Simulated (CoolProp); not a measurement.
Properties of isohexane along the isobar 3560 kPa (Tc = 497.7 K, pc = 3043 kPa, ω = 0.280).

Values from CoolProp's reference Helmholtz-energy equation of state, Lemmon 2006. It is a short technical equation, of lower accuracy than the large ones.

| T (K) | phase | Z | cp (kJ/(kg K)) | cv (kJ/(kg K)) | fugacity coefficient |
|---|---|---|---|---|---|
| 329.7 | liquid | 0.1794 | 2.377 | 1.862 | 0.02886 |
| 342.6 | liquid | 0.1761 | 2.442 | 1.916 | 0.04237 |
| 355.6 | liquid | 0.1732 | 2.508 | 1.970 | 0.06016 |
| 368.5 | liquid | 0.1709 | 2.577 | 2.024 | 0.08249 |
| 381.4 | liquid | 0.1691 | 2.648 | 2.078 | 0.1099 |
| 394.3 | liquid | 0.1677 | 2.722 | 2.132 | 0.1428 |
| 407.2 | liquid | 0.1669 | 2.801 | 2.186 | 0.1811 |
| 420.2 | liquid | 0.1668 | 2.886 | 2.240 | 0.2254 |
| 433.1 | liquid | 0.1674 | 2.980 | 2.294 | 0.2747 |
| 446 | liquid | 0.1689 | 3.089 | 2.348 | 0.3288 |
| 458.9 | liquid | 0.1718 | 3.222 | 2.404 | 0.3872 |
| 471.8 | liquid | 0.1769 | 3.405 | 2.461 | 0.4488 |
| 484.8 | liquid | 0.1859 | 3.712 | 2.524 | 0.5129 |
| 497.7 | liquid | 0.2060 | 4.545 | 2.602 | 0.5763 |
| 510.6 | supercritical | 0.3415 | 9.348 | 2.737 | 0.6330 |
